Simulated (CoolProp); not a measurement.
The fluid at 298.15 K and 0.164 MPa flows at 3.8 m/s in a round tube of 100 mm bore and 0.25 µm roughness, fully developed (64/Re and Nu = 3.66 if laminar; Colebrook and Gnielinski if turbulent). The same conditions are run with several fluids, on thermodynamics alone (safety and materials aside).

The numbers come from the reference Helmholtz-energy equation of state of each fluid (methane: Setzmann 1991; CF4 (R14): Platzer 1990; R124: de Vries 1995; R152A: Outcalt 1996; sulfur hexafluoride: Guder 2009) in CoolProp. The equations of Platzer and Polt are older, rougher fits.

### Question
Rank methane, CF4 (R14), R124, R152A, sulfur hexafluoride by Reynolds number, highest first.

### Answer
R124 (278000), sulfur hexafluoride (246000), R152A (155000), CF4 (R14) (129000), methane (36100)

| fluid | Darcy friction factor | pressure drop (Pa/m) | heat-transfer coefficient (W/(m² K)) | mass flow (kg/h) |
|---|---|---|---|---|
| methane | 0.0225 | 1.73 | 28.3 | 114 |
| CF4 (R14) | 0.0171 | 7.23 | 36.7 | 629 |
| R124 | 0.0147 | 10.0 | 54.9 | 1010 |
| R152A | 0.0165 | 5.39 | 40.3 | 487 |
| sulfur hexafluoride | 0.0150 | 10.7 | 51.3 | 1060 |

Transport values come from each fluid's own correlations; those of CF4 (R14), R124, R152A are estimates that may be off by 10 % or more.
